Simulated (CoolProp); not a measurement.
A single-stage vapour-compression cycle with R125: evaporating at 261.15 K (dew point), condensing at 315.15 K (bubble point), superheat 10 K, subcooling 8 K, compressor efficiency 0.9, no pressure losses. Each further row changes one setting.

The numbers come from the reference Helmholtz-energy equation of state, Lemmon 2005 in CoolProp.

| case | cooling COP | pressure ratio | discharge temperature (K) | refrigerating effect (kJ/kg) | volumetric capacity (kJ/m³) |
|---|---|---|---|---|---|
| as stated | 3.14 | 4.68 | 328.8 | 90.1 | 2410 |
| evaporating temperature 266.15 K | ? | 3.94 | 328.4 | 92.8 | 2930 |
| condensing temperature 310.15 K | 3.66 | 4.15 | 323.5 | 97.2 | 2600 |
| subcooling 13 K | 3.39 | 4.68 | 328.8 | 97.3 | 2600 |
| superheat 20 K | ? | 4.68 | 337.7 | ? | 2500 |
| compressor efficiency 0.8 | 2.79 | 4.68 | 331.9 | 90.1 | 2410 |

### Question
What belongs in the gaps?

### Answer

- evaporating temperature 266.15 K, cooling COP: 3.64
- superheat 20 K, cooling COP: 3.22
- superheat 20 K, refrigerating effect (kJ/kg): 98.3
